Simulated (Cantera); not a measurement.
# Equilibrium for titanium nitride, carbide and oxide coatings: TiCl4 + C3H8 + H2

A closed system holds: 1 mol TiCl4, 2 mol C3H8, 2.4 mol H2, equilibrated at 1198.15 K.

These are equilibrium values from Cantera (NASA tables, ideal gas, pure condensed phases), not measurements of a reactor. Candidate condensed phases: C, C6H6, C7H8, C8H18, Ti, TiC, TiCl2, TiCl3, TiCl4; 96 gas species. TiC: taken at fixed stoichiometry. Rates play no part.

```json
[
 {"P (Pa)": "10", "log p H2": "-4.17", "log p HCl": "-4.50", "log p TiCl4": "-7.88", "log p CH4": "-10.13", "log p TiCl3": "-7.07", "n C(graphite)": "5.01", "n TiC(s)": "0.988"},
 {"P (Pa)": "63", "log p H2": "-3.37", "log p HCl": "-3.70", "log p TiCl4": "-6.32", "log p CH4": "-8.53", "log p TiCl3": "-5.90", "n C(graphite)": "5.03", "n TiC(s)": "0.966"},
 {"P (Pa)": "400", "log p H2": "-2.56", "log p HCl": "-2.93", "log p TiCl4": "-4.83", "log p CH4": "-6.91", "log p TiCl3": "-4.78", "n C(graphite)": "5.10", "n TiC(s)": "0.903"},
 {"P (Pa)": "2500", "log p H2": "-1.74", "log p HCl": "-2.19", "log p TiCl4": "-3.51", "log p CH4": "-5.28", "log p TiCl3": "-3.79", "n C(graphite)": "5.23", "n TiC(s)": "0.769"},
 {"P (Pa)": "16000", "log p H2": "-0.91", "log p HCl": "-1.49", "log p TiCl4": "-2.36", "log p CH4": "-3.62", "log p TiCl3": "-2.93", "n C(graphite)": "5.39", "n TiC(s)": "0.587"},
 {"P (Pa)": "100000", "log p H2": "-0.10", "log p HCl": "-0.83", "log p TiCl4": "-1.36", "log p CH4": "-2.00", "log p TiCl3": "-2.18", "n C(graphite)": "5.47", "n TiC(s)": "0.413"}
]
```
log p: log10 of the partial pressure in bar; n: condensed amount in mol.

From 10.0 Pa to 1.00 bar the condensed part is C(graphite) + TiC(s). The main Ti-bearing gas is TiCl3 at 10.0 Pa and TiCl4 at 1.00 bar. The share of Ti in condensed phases is highest at 10.0 Pa (98.8 %) and lowest at 1.00 bar (41.3 %).
